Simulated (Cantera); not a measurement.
A Cantera script and what it prints.

```python
import numpy as np
import cantera as ct

gas_names = """
    Cr CrO CrO2 CrO3 H HO2 H2 H2O H2O2 O OH O2 O3
""".split()
cond_names = """
    Cr(cr) Cr(L) Cr2O3(s) Cr2O3(L) H2O(s) H2O(L)
""".split()


# ... load() reads the species with a 1 bar reference pressure and builds the phases ...
atoms = {
    'Cr2O3': {'Cr': 2, 'O': 3},
    'H2': {'H': 2},
    'H2O': {'H': 2, 'O': 1},
}
top_T = {}  # K; cautious upper limits of use, not melting points


# ... equilibrate(T, P, feed) seeds the gas with the atoms and calls Mixture.equilibrate('TP', solver="vcs", rtol=1e-11, max_steps=5000) ...
results = []
feed = {'Cr2O3': 1, 'H2': 77, 'H2O': 0.046}  # mol
P = 14  # Pa
for T in [950, 1050, 1150, 1250, 1350, 1450, 1550, 1650, 1750, 1850, 1950, 2050]:
    mix = equilibrate(T, P, feed)
    results.append((T, P, feed, dict(zip(mix.species_names, mix.species_moles))))

top = {s: max(r[3][s] / sum(r[3][g] for g in gas_names) for r in results) for s in gas_names}
cols = sorted((s for s in top if top[s] > 0.001), key=lambda s: -top[s])[:9]
seen = [c for c in cond_names if any(r[3].get(c, 0) > 1e-12 for r in results)]
print("log10 of partial pressures in bar; condensed amounts in mol")
print(f"{'T/K':>10s}" + "".join(f"{s[:9]:>10s}" for s in cols + seen))
for T, P, feed, n in results:
    ng = sum(n[g] for g in gas_names)
    print(f"{T:10.4g}" + "".join(f"{np.log10(max(n[s] / ng * P / 1e5, 1e-99)):10.3f}" for s in cols)
          + "".join(f"{n.get(c, 0):10.4g}" for c in seen))
```

Result:

```
log10 of partial pressures in bar; condensed amounts in mol
       T/K        H2         H       H2O        Cr  Cr2O3(s)
       950    -3.854   -11.182    -7.078   -17.426         1
      1050    -3.854   -10.018    -7.078   -14.375         1
      1150    -3.854    -9.054    -7.078   -11.867         1
      1250    -3.854    -8.243    -7.077    -9.770         1
      1350    -3.854    -7.550    -7.017    -8.079    0.9977
      1450    -3.855    -6.952    -6.674    -7.067    0.9764
      1550    -3.858    -6.431    -6.207    -6.446    0.9009
      1650    -3.866    -5.975    -5.764    -5.962    0.6944
      1750    -3.885    -5.576    -5.370    -5.556    0.1996
      1850    -3.902    -5.220    -5.286    -5.470         0
      1950    -3.924    -4.903    -5.300    -5.482         0
      2050    -3.965    -4.627    -5.327    -5.503         0
```

Equilibrium computed with Cantera from the NASA thermochemical tables; the gas is ideal and each condensed phase is pure.
